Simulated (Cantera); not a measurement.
# Fe2O3 + H2S + H2O (roasting and sulfation)

Input: 1 mol Fe2O3, 0.16 mol H2S, 0.39 mol H2O, held at 1352 °C and 45.0 mbar.

These are equilibrium values from Cantera (NASA tables, ideal gas, pure condensed phases), not measurements of a reactor. Candidate condensed phases: Fe, FeO, Fe(OH)2, Fe(OH)3, FeS, FeSO4, FeS2, Fe2O3, Fe2(SO4)3, Fe3O4, H2O, H2SO4, S; 22 gas species. Mutual solubility and eutectic melting of coexisting phases are not modelled. The tables' stoichiometric FeO is somewhat more stable than real wüstite, so its field is too wide. FeO: taken at fixed stoichiometry. The numbers say what is thermodynamically allowed, not how fast it happens.

- x(H2O) = 0.763
- x(SO2) = 0.224
- x(H2) = 0.0120
- x(SO) = 0.000897
- x(OH) = 9.77e-5
- x(H) = 3.64e-5
- x(Fe(OH)2) = 3.56e-5
- x(H2S) = 1.22e-5
- x(O2) = 7.10e-6
- n(FeO(s)) = 0.413 mol
- n(Fe3O4(s)) = 0.529 mol
- gas amount = 0.7100 mol
- log10 activity of Fe(γ) (absent) = -2.14
- log10 activity of S(l) (absent) = -4.64
